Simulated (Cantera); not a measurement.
Charge: 1 mol MgCO3, 0.62 mol H2O, 0.26 mol O2, equilibrated at 2780 Torr.

Cantera equilibrium calculation (NASA polynomials, part measured and part estimated; ideal gas, pure solids and liquids). Candidate condensed phases: C, C6H6, C7H8, C8H18, H2O, Mg, MgCO3, MgO, Mg(OH)2; 116 gas species. Equilibrium is a limit: real reactors are often held back by kinetics, nucleation or transport.

Question: Which condensed phases are stable at each of these points (T (K)): 675, 750, 825, 900, 975, 1050, 1125, 1200, 1275, 1350, 1425, 1500, 1575, 1650?

Answer: 
```tsv
T (K)	condensed phases	Mg condensed (%)
675	MgCO3(s) + MgO(s)	100.0
750	MgO(s)	100.0
825	MgO(s)	100.0
900	MgO(s)	100.0
975	MgO(s)	100.0
1050	MgO(s)	100.0
1125	MgO(s)	100.0
1200	MgO(s)	100.0
1275	MgO(s)	100.0
1350	MgO(s)	100.0
1425	MgO(s)	100.0
1500	MgO(s)	100.0
1575	MgO(s)	100.0
1650	MgO(s)	100.0
```

At 675 K the condensed part is MgCO3(s) + MgO(s). From 750 K to 1650 K the condensed part is MgO(s).
